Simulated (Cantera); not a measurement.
**Stirred combustor or abatement burner**

A perfectly stirred reactor is fed with 18.5 % H2, 17.1 % O2, 64.4 % N2, equivalence ratio 0.54, at 33000 Pa; it is adiabatic with a 550 K inlet, and is followed from long to short residence time, starting on the burning branch (τ in s: 0.13, 0.06, 0.029, 0.014, 0.0066, 0.0032, 0.0015, 0.00073, 0.00035, 0.00017, 8.1e-05, 3.9e-05).

Computed with Cantera and the H2/O2 subset of GRI-Mech 3.0, which has no nitrogen chemistry.

```
τ (s)    T (K)      x H2    x O2   x H2O    x HO2   x H2O2
-------  -----  --------  ------  ------  -------  -------
0.13      1912  0.000775  0.0857   0.201  1.66e-6  7.34e-8
0.060     1900   0.00125  0.0855   0.199  2.23e-6  9.38e-8
0.029     1883   0.00197  0.0852   0.198  3.12e-6  1.22e-7
0.014     1856   0.00306  0.0849   0.195  4.47e-6  1.64e-7
0.0066    1817   0.00469  0.0847   0.191  6.42e-6  2.28e-7
0.0032    1762   0.00677  0.0848   0.187  8.84e-6  3.29e-7
0.0015    1684   0.00945  0.0854   0.181  1.19e-5  5.22e-7
0.00073   1591    0.0124  0.0866   0.173  1.52e-5  8.72e-7
0.00035   1479    0.0162  0.0891   0.164  1.94e-5  1.53e-6
0.00017   1352    0.0233  0.0943   0.152  2.50e-5  2.46e-6
8.1e-5    1168    0.0527   0.111   0.121  3.72e-5  3.17e-6
3.9e-5     550     0.185   0.171  <1e-12   <1e-12   <1e-12
```
x: mole fraction; the columns are a selection and need not sum to one.
